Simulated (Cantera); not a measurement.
Cantera with NASA thermochemical tables; ideal gases at 1 bar, condensed phases pure. Values are per mole of reaction as written; species without (g) are pure solids or liquids, kept so even where they would boil at 1 bar.

3 Ti2O3 + OH(g) → H(g) + 2 Ti3O5, with ΔH° = -177.3 kJ and ΔS° = -42.9 J/K at 300 K.

### Question
How far is the shortcut ΔG° ≈ ΔH°(300 K) − T·ΔS°(300 K) from the full temperature-dependent value at 448, 498, 548, 598, 648, 698 K?

### Answer
```tsv
T (K)	shortcut (kJ)	full (kJ)	difference (kJ)	difference in log10 K
448	-158.1	-158.5	0.4	-0.05
498	-155.9	-159.0	3.1	-0.33
548	-153.8	-159.3	5.5	-0.53
598	-151.6	-159.5	7.8	-0.68
648	-149.5	-159.4	10.0	-0.80
698	-147.4	-159.3	11.9	-0.89
```
The shortcut ignores the heat-capacity change of the reaction.
